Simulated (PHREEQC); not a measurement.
Dissolve 0.062 mol Cu(NO3)2, 0.117 mol H2SO4 and 0.17 mol NaCl per kg of water at 10 °C. Closed to the air; pH follows from the charge balance.

The numbers come from PHREEQC with the ion-association model, wateq4f.dat.

**Question.** The ionic strength comes out as 0.498 mol/kgw. What activity coefficients do Cu+2, Na+, Cl-, H+, NaSO4- get?

**Answer.** Cu+2 0.26, Na+ 0.71, Cl- 0.65, H+ 0.77, NaSO4- 0.70.

No solid was allowed to form. At this temperature some constants are extrapolated from 25 °C, and those without enthalpy data are left unchanged.
